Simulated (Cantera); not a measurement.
Charge: 1 mol Fe, 0.41 mol SO2, 82 mol H2, 4 mol NH3, equilibrated at 1 atm.

Points: T (K) = 975, 1000, 1025, 1050, 1075, 1100, 1125, 1150, 1175, 1200, 1225, 1250, 1275.

Cantera's Mixture.equilibrate('TP', solver="vcs", rtol=1e-11, max_steps=5000) on the NASA tables stopped like this:

```
T = 975 K  P = 101325 Pa  gas = 89.99 mol
   x: H2 9.677e-01  N2 2.217e-02  H2O 9.112e-03
   condensed (mol): Fe(a) 0.6683  FeS(c) 0.3317
T = 1000 K  P = 101325 Pa  gas = 89.99 mol
   x: H2 9.676e-01  N2 2.218e-02  H2O 9.112e-03  H2S 1.065e-03
   condensed (mol): Fe(a) 0.6858  FeS(c) 0.3142
T = 1025 K  P = 101325 Pa  gas = 89.99 mol
   x: H2 9.673e-01  N2 2.219e-02  H2O 9.112e-03  H2S 1.291e-03
   condensed (mol): Fe(a) 0.7062  FeS(c) 0.2938
T = 1050 K  P = 101325 Pa  gas = 89.99 mol
   x: H2 9.671e-01  N2 2.219e-02  H2O 9.112e-03  H2S 1.554e-03
   condensed (mol): Fe(a) 0.7299  FeS(c) 0.2701
ERROR: FAILURE its = 5001!

*******************************************************************************
CanteraError thrown by MultiPhase::equilibrate:
VCS solver failed. Return code: -1
*******************************************************************************
```

Question: What got this run through?

Answer: One answer among several that fit: The failure is numerical, not chemical. The same input converged with solver="gibbs", rtol=1e-10, max_steps=50000, and the result passed a check of the equilibrium conditions:
```
T = 975 K  P = 101325 Pa  gas = 89.99 mol
   x: H2 9.677e-01  N2 2.217e-02  H2O 9.112e-03
   condensed (mol): Fe(a) 0.6683  FeS(c) 0.3317
T = 1000 K  P = 101325 Pa  gas = 89.99 mol
   x: H2 9.676e-01  N2 2.218e-02  H2O 9.112e-03  H2S 1.065e-03
   condensed (mol): Fe(a) 0.6858  FeS(c) 0.3142
T = 1025 K  P = 101325 Pa  gas = 89.99 mol
   x: H2 9.673e-01  N2 2.219e-02  H2O 9.112e-03  H2S 1.291e-03
   condensed (mol): Fe(a) 0.7062  FeS(c) 0.2938
T = 1050 K  P = 101325 Pa  gas = 89.99 mol
   x: H2 9.671e-01  N2 2.219e-02  H2O 9.112e-03  H2S 1.554e-03
   condensed (mol): Fe(a) 0.7299  FeS(c) 0.2701
T = 1075 K  P = 101325 Pa  gas = 90 mol
   x: H2 9.668e-01  N2 2.220e-02  H2O 9.112e-03  H2S 1.859e-03
   condensed (mol): Fe(a) 0.7573  FeS(c) 0.2427
T = 1100 K  P = 101325 Pa  gas = 90 mol
   x: H2 9.664e-01  N2 2.220e-02  H2O 9.112e-03  H2S 2.207e-03
   condensed (mol): Fe(a) 0.7886  FeS(c) 0.2114
T = 1125 K  P = 101325 Pa  gas = 90 mol
   x: H2 9.660e-01  N2 2.220e-02  H2O 9.111e-03  H2S 2.600e-03
   condensed (mol): Fe(a) 0.824  FeS(c) 0.176
T = 1150 K  P = 101325 Pa  gas = 90 mol
   x: H2 9.656e-01  N2 2.221e-02  H2O 9.111e-03  H2S 3.041e-03
   condensed (mol): Fe(a) 0.8637  FeS(c) 0.1363
T = 1175 K  P = 101325 Pa  gas = 90 mol
   x: H2 9.651e-01  N2 2.221e-02  H2O 9.111e-03  H2S 3.531e-03
   condensed (mol): Fe(a) 0.9078  FeS(c) 0.0922
T = 1200 K  P = 101325 Pa  gas = 90 mol
   x: H2 9.646e-01  N2 2.221e-02  H2O 9.111e-03  H2S 4.077e-03
   condensed (mol): Fe(c) 0.957  FeS(c) 0.04301
T = 1225 K  P = 101325 Pa  gas = 90 mol
   x: H2 9.641e-01  N2 2.221e-02  H2O 9.111e-03  H2S 4.554e-03
   condensed (mol): Fe(c) 1
T = 1250 K  P = 101325 Pa  gas = 90 mol
   x: H2 9.641e-01  N2 2.221e-02  H2O 9.111e-03  H2S 4.554e-03
   condensed (mol): Fe(c) 1
T = 1275 K  P = 101325 Pa  gas = 90 mol
   x: H2 9.641e-01  N2 2.221e-02  H2O 9.111e-03  H2S 4.553e-03
   condensed (mol): Fe(c) 1
```

The gas is ideal and each condensed phase is pure. Mutual solubility and eutectic melting of coexisting phases are not modelled. FeS: taken at fixed stoichiometry.
